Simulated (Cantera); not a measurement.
A perfectly stirred reactor is fed with CH₄ : O₂ : N₂ : CO₂ = 1 : 1.82 : 12.9 : 4 (molar parts), equivalence ratio 1.1, at 0.987 atm; it is adiabatic with a 673 K inlet, and is followed from long to short residence time, starting on the burning branch (τ in s: 0.35, 0.17, 0.083, 0.04, 0.019, 0.0094, 0.0046, 0.0022, 0.0011, 0.00052, 0.00025, 0.00012, 5.9e-05).

Detailed kinetics in Cantera: GRI-Mech 3.0 (53 species, 325 reactions).

**Question.** Predict: blow-out, bracketed by the residence times tried; x(CH₄) at τ = 0.350 s; x(O₂) at τ = 0.350 s; x(CO₂) at τ = 0.350 s; x(CH₂O) at τ = 0.350 s; x(CH₄) at τ = 4.60 ms; x(O₂) at τ = 4.60 ms; x(CO₂) at τ = 4.60 ms.

**Answer.** 
```
Property                                                                      Result
------------------------------------------------  ----------------------------------
blow-out, bracketed by the residence times tried  burning at 9.40 ms, out at 4.60 ms
x(CH₄) at τ = 0.350 s                                                        1.54e-5
x(O₂) at τ = 0.350 s                                                        0.000527
x(CO₂) at τ = 0.350 s                                                          0.234
x(CH₂O) at τ = 0.350 s                                                       1.44e-6
x(CH₄) at τ = 4.60 ms                                                         0.0507
x(O₂) at τ = 4.60 ms                                                          0.0923
x(CO₂) at τ = 4.60 ms                                                          0.203
```
